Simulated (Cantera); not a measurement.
Feed: 1 mol SiC, 0.18 mol CO2, 26 mol H2, equilibrated at 925 K and 1 atm.

These are equilibrium values from Cantera (NASA tables, ideal gas, pure condensed phases), not measurements of a reactor. Candidate condensed phases: C, C6H6, C7H8, C8H18, H2O, Si, SiC, SiO2; 123 gas species. Kinetics and transport are ignored.

**Question.** What is the equilibrium state?

**Answer.** 
* **x(H2)**: 0.986
* **x(CH4)**: 0.0140
* **n(SiC(s))**: 0.820 mol
* **n(SiO2(β-quartz))**: 0.180 mol
* **gas amount**: 25.64 mol
* **log10 activity of C(graphite) (absent)**: -1.20
* **log10 activity of Si(s) (absent)**: -2.52
